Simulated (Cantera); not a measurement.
A perfectly stirred reactor is fed with NH₃ : N₂ = 1 : 0.36 (molar parts), at 0.580 bar; it is held at 2000 K, and followed from long to short residence time.

Detailed kinetics in Cantera: the gas-phase N/H chemistry of the illustrative SiF4/NH3 mechanism in the Surface Chemkin manual (1991). Walls and surfaces, which speed up NH3 decomposition in real reactors, are not modelled.

x: mole fraction; the columns are a selection and need not sum to one.

```csv
τ (s),x NH₃,x N₂H₄,x NH₂,x H₂,x H,x N₂H₂
2.7,0.0159,(withheld),7.50e-5,0.621,0.00100,4.69e-8
0.96,0.0395,(withheld),0.000142,0.601,0.000743,1.40e-7
0.34,0.0955,(withheld),0.000261,0.552,0.000520,3.99e-7
0.12,0.210,(withheld),0.000447,0.453,0.000332,1.03e-6
0.041,0.390,(withheld),0.000683,0.297,0.000180,2.27e-6
0.014,0.563,(withheld),0.000894,0.148,8.20e-5,3.79e-6
0.0050,0.663,(withheld),0.00104,0.0621,3.46e-5,4.82e-6
0.0018,0.708,(withheld),0.00113,0.0232,1.37e-5,5.15e-6
```

Problem. Some entries are withheld; supply them.

Solution. 
- 2.7, x N₂H₄: 1.51e-9
- 0.96, x N₂H₄: 5.42e-9
- 0.34, x N₂H₄: 1.83e-8
- 0.12, x N₂H₄: 5.36e-8
- 0.041, x N₂H₄: 1.25e-7
- 0.014, x N₂H₄: 2.15e-7
- 0.0050, x N₂H₄: 2.92e-7
- 0.0018, x N₂H₄: 3.41e-7
